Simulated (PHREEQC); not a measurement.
Model water analysis in mg/kgw, 25 °C, pH 6.22, pe 9.7:

| constituent | mg/kgw |
|---|---|
| Na | 200 |
| K | 74.9 |
| Ca | 73 |
| Mg | 52.5 |
| Cl | 165 |
| S(6) as SO4 | 347 |
| Alkalinity as HCO3 | 416 |
| Cu(2) | 1.92 |
| Sr | 2.3 |

Valence states are taken as typed.

Computed with PHREEQC (ion-association model, wateq4f.dat).

Task: The ionic strength comes out as 0.0232 mol/kgw. What activity coefficients do Ca+2, MgHCO3+, Na+, HCO3-, Sr+2 get?

Result: Ca+2 0.57, MgHCO3+ 0.86, Na+ 0.86, HCO3- 0.87, Sr+2 0.57.

Precipitation was switched off in this run. The solution is supersaturated, for example in Malachite, so a real one may precipitate; this is no full list.
